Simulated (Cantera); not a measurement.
Input: 1 mol TiCl4, 3.9 mol CH4, 1.9 mol H2, at 1.00 bar.

Method: chemical equilibrium by Gibbs-energy minimisation in Cantera with the NASA 1993 tables (ideal gas, pure condensed phases). Candidate condensed phases: C, C6H6, C7H8, C8H18, Ti, TiC, TiCl2, TiCl3, TiCl4; 96 gas species. TiC: taken at fixed stoichiometry. Equilibrium is a limit: real reactors are often held back by kinetics, nucleation or transport. All values below are at 1375 K.

Base state: H2 0.735, HCl 0.229, TiCl4 0.0227, TiCl3 0.0109, CH4 0.00269 (mole fractions); condensed: C(graphite) + TiC(s).

Problem. What changes in the equilibrium state with this change: H2 from 1.9 to 82 mol?

Solution. 
| species | before | after |
|---|---|---|
| H2 | 0.735 | 0.952 |
| HCl | 0.229 | 0.0435 |
| CH4 | 0.00269 | 0.00451 |
| TiCl4 | 0.0227 | 1.78e-5 |
| TiCl3 | 0.0109 | 5.12e-5 |
| C(graphite), mol | 3.25 | 2.49 |
| TiC(s), mol | 0.618 | 0.994 |
